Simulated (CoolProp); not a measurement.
Vapour-liquid equilibrium of R143a (1) + R152A (2) at 231 K; x and y are mole fractions of (1).

Computed with CoolProp (multi-fluid Helmholtz-energy mixture model, Lemmon and Jacobsen 2000 and Outcalt 1996; pair parameters Bell 2016).

```tsv
x	bubble pressure (kPa)	y at the bubble point	dew pressure at overall composition x (kPa)	liquid density (mol/L)
0.05	48.28	0.166	43.87	15.75
0.2	64.36	0.462	49.74	15.40
0.35	78.13	0.628	57.26	15.06
0.5	90.48	0.742	67.14	14.73
0.65	102.0	0.831	80.31	14.42
0.8	113.3	0.908	97.80	14.11
0.95	124.4	0.977	119.9	13.81
```

No azeotrope shows between x = 0.05 and 0.95.

The pair parameters rest on a limited set of measurements; away from them the model extrapolates.
